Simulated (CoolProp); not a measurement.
Vapour-liquid equilibrium of R143a (1) + dimethyl ether (2) at 479 kPa; x and y are mole fractions of (1).

Model: multi-fluid Helmholtz-energy mixture model, Lemmon and Jacobsen 2000 and Wu 2011; pair parameters Bell 2016, in CoolProp.

**Question.** Give the bubble temperature and the first vapour's composition at x = 0.425, 0.725, 0.95. Is there an azeotrope?

**Answer.** x = 0.425: 276.6 K, y = 0.609; x = 0.725: 270.0 K, y = 0.839; x = 0.95: 266.0 K, y = 0.973. No azeotrope shows between x = 0.05 and 0.95.

The pair parameters rest on a limited set of measurements; away from them the model extrapolates.
